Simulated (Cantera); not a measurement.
Input: 1 mol PbO, 0.04 mol H2, 0.35 mol N2, equilibrated at 4500 Pa.

Method: chemical equilibrium by Gibbs-energy minimisation in Cantera with the NASA 1993 tables (ideal gas, pure condensed phases). Candidate condensed phases: H2O, Pb, PbO, PbO2, Pb3O4; 27 gas species. Gases not in the tables: (PbO)n polymers. Kinetics and transport are ignored. All values below are at 1498 K.

Base state: N2 0.651, PbO 0.191, Pb 0.0805, H2O 0.0743, O2 0.00299, NO 0.000131, OH 4.97e-5, H2 1.18e-5 (mole fractions); condensed: PbO(l).

Problem. What changes in the equilibrium state with this change: pressure from 4500 Pa to 130000 Pa?

Solution. 
| species | before | after |
|---|---|---|
| N2 | 0.651 | 0.875 |
| H2O | 0.0743 | 0.0999 |
| Pb | 0.0805 | 0.0185 |
| PbO | 0.191 | 0.00662 |
| O2 | 0.00299 | 2.34e-6 |
| NO | 0.000131 | 4.26e-6 |
| OH | 4.97e-5 | 4.16e-6 |
| PbO(l), mol | 0.854 | 0.957 |
| Pb(l), mol | 0 | 0.0325 |
Each liquid is taken as pure. Mutual solubility and eutectic melting of coexisting phases are not modelled.
